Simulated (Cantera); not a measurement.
A perfectly stirred reactor is fed with C₂H₆ : H₂ = 1 : 13 (molar parts), at 100.0 Torr; it is held at 1950 K, and followed from long to short residence time.

Computed with Cantera and GRI-Mech 3.0 (53 species, 325 reactions). GRI-Mech 3.0 stops at C3 and has no aromatics, soot or wall deposition, so with more carbon than oxygen in the feed, carbon stays in small species such as C2H2 where larger ones or solid carbon would form.

**Question.** What does this change do: temperature 1950 to 1873 K?

**Answer.** 
| quantity | before | after |
|---|---|---|
| x(C₂H₆) at τ = 22.0 s | 3.70e-8 | 7.72e-8 |
| x(H₂) at τ = 22.0 s | 0.934 | 0.935 |
| x(CH₄) at τ = 22.0 s | 0.00106 | 0.00180 |
| x(CH₃) at τ = 22.0 s | 6.89e-5 | 6.66e-5 |
| x(C₂H) at τ = 22.0 s | 3.18e-6 | 1.34e-6 |
| x(C₂H₆) at τ = 0.180 s | 3.78e-6 | 7.42e-6 |
| x(H₂) at τ = 0.180 s | 0.929 | 0.927 |
| x(CH₄) at τ = 0.180 s | 0.00897 | 0.0142 |
| x(CH₃) at τ = 0.180 s | 0.000597 | 0.000564 |
| x(C₂H) at τ = 0.180 s | 3.06e-6 | 1.31e-6 |

**Question.** What does this change do: pressure from 100.0 Torr to 750 Torr?

**Answer.** 
```tsv
quantity	before	after
x(C₂H₆) at τ = 22.0 s	3.70e-8	3.06e-7
x(H₂) at τ = 22.0 s	0.934	0.934
x(CH₄) at τ = 22.0 s	0.00106	0.00463
x(CH₃) at τ = 22.0 s	6.89e-5	0.000110
x(C₂H) at τ = 22.0 s	3.18e-6	1.12e-6
x(C₂H₆) at τ = 0.180 s	3.78e-6	1.87e-6
x(H₂) at τ = 0.180 s	0.929	0.931
x(CH₄) at τ = 0.180 s	0.00897	0.00899
x(CH₃) at τ = 0.180 s	0.000597	0.000215
x(C₂H) at τ = 0.180 s	3.06e-6	1.10e-6
```

**Question.** What does this change do: temperature 1950 to 1725 K?

**Answer.** 
| quantity | before | after |
|---|---|---|
| x(C₂H₆) at τ = 22.0 s | 3.70e-8 | 3.79e-7 |
| x(H₂) at τ = 22.0 s | 0.934 | 0.934 |
| x(CH₄) at τ = 22.0 s | 0.00106 | 0.00538 |
| x(CH₃) at τ = 22.0 s | 6.89e-5 | 5.84e-5 |
| x(C₂H) at τ = 22.0 s | 3.18e-6 | 2.01e-7 |
| x(C₂H₆) at τ = 0.180 s | 3.78e-6 | 2.90e-5 |
| x(H₂) at τ = 0.180 s | 0.929 | 0.920 |
| x(CH₄) at τ = 0.180 s | 0.00897 | 0.0296 |
| x(CH₃) at τ = 0.180 s | 0.000597 | 0.000420 |
| x(C₂H) at τ = 0.180 s | 3.06e-6 | 2.15e-7 |
